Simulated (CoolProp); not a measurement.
2000 sccm (0 °C, 1 atm) of nitrogen bubbles through liquid water at 279 K and leaves saturated at a total pressure of 0.0278 MPa (ideal gas phase). Each further row changes one setting.

Values from CoolProp's reference Helmholtz-energy equation of state, Wagner 2002.

```
case                       vapour pressure (kPa)  mole fraction of vapour  delivery (mg/min)  delivery (sccm)  change of delivery for a bath 1 K warmer (%)
-------------------------  ---------------------  -----------------------  -----------------  ---------------  --------------------------------------------
as stated                                  0.926               (withheld)         (withheld)       (withheld)                                    (withheld)
bath temperature 284 K                (withheld)                   0.0468               78.9             98.1                                           7.2
total pressure 0.0556 MPa                  0.926                   0.0166               27.2             33.9                                           7.3
```

Task: Some entries are withheld; supply them.

Result: 
- as stated, mole fraction of vapour: 0.0333
- as stated, delivery (mg/min): 55.4
- as stated, delivery (sccm): 68.9
- as stated, change of delivery for a bath 1 K warmer (%): 7.4
- bath temperature 284 K, vapour pressure (kPa): 1.30
